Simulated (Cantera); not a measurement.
A perfectly stirred reactor is fed with H2 : O2 : N2 = 1 : 1.11 : 4.18 (molar parts), equivalence ratio 0.45, at 7200 Torr; it is adiabatic with a 675 K inlet, and is followed from long to short residence time, starting on the burning branch (τ in s: 0.21, 0.069, 0.022, 0.0074, 0.0024, 0.00079, 0.00026, 8.5e-05, 2.8e-05, 9.1e-06).

Model: GRI-Mech 3.0 (53 species, 325 reactions), integrated in Cantera. The hydrogen kinetics of GRI-Mech 3.0 are dated; newer H2 mechanisms differ, most at raised pressure.

**Question.** Predict: blow-out, bracketed by the residence times tried; x(H2) at τ = 0.210 s; x(O2) at τ = 0.210 s; x(NO) at τ = 0.210 s; x(H2O2) at τ = 0.210 s; x(OH) at τ = 0.210 s; x(H2) at τ = 0.790 ms; x(O2) at τ = 0.790 ms; x(NO) at τ = 0.790 ms; x(H2O2) at τ = 0.790 ms; x(OH) at τ = 0.790 ms.

**Answer.** 
- blow-out, bracketed by the residence times tried = burning at 9.10 µs, the shortest tried
- x(H2) at τ = 0.210 s = 2.05e-5
- x(O2) at τ = 0.210 s = 0.105
- x(NO) at τ = 0.210 s = 8.93e-5
- x(H2O2) at τ = 0.210 s = 2.01e-7
- x(OH) at τ = 0.210 s = 0.000626
- x(H2) at τ = 0.790 ms = 0.000490
- x(O2) at τ = 0.790 ms = 0.105
- x(NO) at τ = 0.790 ms = 8.24e-6
- x(H2O2) at τ = 0.790 ms = 8.03e-7
- x(OH) at τ = 0.790 ms = 0.00171
